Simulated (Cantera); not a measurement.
Input: 1 mol B2H6, 0.44 mol N2, held at 6.30 mbar.

These are equilibrium values from Cantera (NASA tables, ideal gas, pure condensed phases), not measurements of a reactor. Candidate condensed phases: B, BN; 15 gas species. The feed counts by its element totals alone. Mutual solubility and eutectic melting of coexisting phases are not modelled. The tables' values for BH2 are old estimates; treat these amounts as uncertain. Equilibrium is a limit: real reactors are often held back by kinetics, nucleation or transport.

log p: log10 of the partial pressure in bar; n: condensed amount in mol.

```json
[
 {"T (K)": "1600", "log p H2": "-2.20", "log p N2": "-7.18", "log p H": "-5.37", "log p BH2": "-6.79", "n B(s)": "1.12", "n BN(s)": "0.880"},
 {"T (K)": "1650", "log p H2": "-2.20", "log p N2": "…", "log p H": "…", "log p BH2": "-6.59", "n B(s)": "1.12", "n BN(s)": "0.880"},
 {"T (K)": "1700", "log p H2": "-2.20", "log p N2": "-6.22", "log p H": "-4.93", "log p BH2": "-6.42", "n B(s)": "1.12", "n BN(s)": "0.879"},
 {"T (K)": "1750", "log p H2": "-2.20", "log p N2": "-5.78", "log p H": "-4.73", "log p BH2": "-6.25", "n B(s)": "1.12", "n BN(s)": "0.878"},
 {"T (K)": "1800", "log p H2": "-2.20", "log p N2": "-5.37", "log p H": "-4.55", "log p BH2": "-6.09", "n B(s)": "1.12", "n BN(s)": "0.876"},
 {"T (K)": "1850", "log p H2": "-2.20", "log p N2": "…", "log p H": "…", "log p BH2": "-5.94", "n B(s)": "1.13", "n BN(s)": "0.870"},
 {"T (K)": "1900", "log p H2": "-2.21", "log p N2": "-4.61", "log p H": "-4.20", "log p BH2": "-5.80", "n B(s)": "1.14", "n BN(s)": "0.857"},
 {"T (K)": "1950", "log p H2": "-2.21", "log p N2": "-4.26", "log p H": "-4.05", "log p BH2": "-5.67", "n B(s)": "1.17", "n BN(s)": "0.827"},
 {"T (K)": "2000", "log p H2": "-2.22", "log p N2": "-3.93", "log p H": "-3.90", "log p BH2": "-5.55", "n B(s)": "1.23", "n BN(s)": "0.765"},
 {"T (K)": "2050", "log p H2": "-2.23", "log p N2": "-3.61", "log p H": "-3.76", "log p BH2": "-5.44", "n B(s)": "1.36", "n BN(s)": "0.635"}
]
```

Question: Complete the blanks.

Answer: 
- 1650, log p N2: -6.68
- 1650, log p H: -5.14
- 1850, log p N2: -4.98
- 1850, log p H: -4.37
